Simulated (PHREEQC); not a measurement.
Dissolve 0.021 mol/kgw Cu(BF4)2 and 0.18 mol/kgw H2SO4 at 45 °C. Closed to the air; pH follows from the charge balance.

Equilibrium calculation in PHREEQC: ion-association model, wateq4f.dat.

This is a speciation only: nothing precipitates in the calculation.

Question: Order these B species by the share of B that they hold, largest first: BF4-, BF3OH-, BF2(OH)2-, H3BO3.

Answer: BF4- (87 %), H3BO3 (10 %), BF3OH- (2.6 %), BF2(OH)2- (0.39 %)

The pH is 0.81 and the ionic strength 0.266 mol/kgw. Away from 25 °C the constants follow the database's enthalpies or fits; those with neither stay at their 25 °C values. Real BF4- forms and hydrolyses slowly; the run takes it at equilibrium.
